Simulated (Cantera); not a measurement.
A perfectly stirred reactor is fed with 12.1 % CH3OH, 10.6 % O2, 77.3 % N2, equivalence ratio 1.7, at 1.01 bar; it is adiabatic with a 450 K inlet, and is followed from long to short residence time, starting on the burning branch (τ in s: 0.15, 0.056, 0.02, 0.0074, 0.0027, 0.00098, 0.00036, 0.00013, 4.7e-05).

Cantera simulation using GRI-Mech 3.0 (53 species, 325 reactions); the numbers are that mechanism's predictions, not measurements. GRI-Mech 3.0 was tuned for natural gas; its chemistry of methanol as a main component is partial and can be far from experiment.

x: mole fraction; the columns are a selection and need not sum to one.

```
τ (s)    T (K)   x CH3OH      x O2     x OH    x CH2      x O  x CH2CO    x HCN
-------  -----  --------  --------  -------  -------  -------  -------  -------
0.15      1525   7.62e-6  0.000181  3.64e-5  5.98e-8  7.28e-7  1.06e-7  2.05e-6
0.056     1521   1.66e-5  0.000391  4.55e-5  1.53e-7  1.66e-6  2.30e-7  3.22e-6
0.020     1513   3.76e-5  0.000870  5.80e-5  3.73e-7  4.12e-6  4.86e-7  4.01e-6
0.0074    1496       ___       ___      ___      ___      ___      ___  3.70e-6
0.0027    1452  0.000255   0.00492  8.03e-5  1.20e-6  2.36e-5  2.05e-6  1.63e-6
0.00098    450     0.121     0.106   <1e-12   <1e-12   <1e-12   <1e-12   <1e-12
0.00036    450     0.121     0.106   <1e-12   <1e-12   <1e-12   <1e-12   <1e-12
0.00013    450     0.121     0.106   <1e-12   <1e-12   <1e-12   <1e-12   <1e-12
4.7e-5     450     0.121     0.106   <1e-12   <1e-12   <1e-12   <1e-12   <1e-12
```

Question: Complete the blanks.

Answer: 
- 0.0074, x CH3OH: 8.65e-5
- 0.0074, x O2: 0.00192
- 0.0074, x OH: 7.27e-5
- 0.0074, x CH2: 7.75e-7
- 0.0074, x O: 1.01e-5
- 0.0074, x CH2CO: 9.62e-7
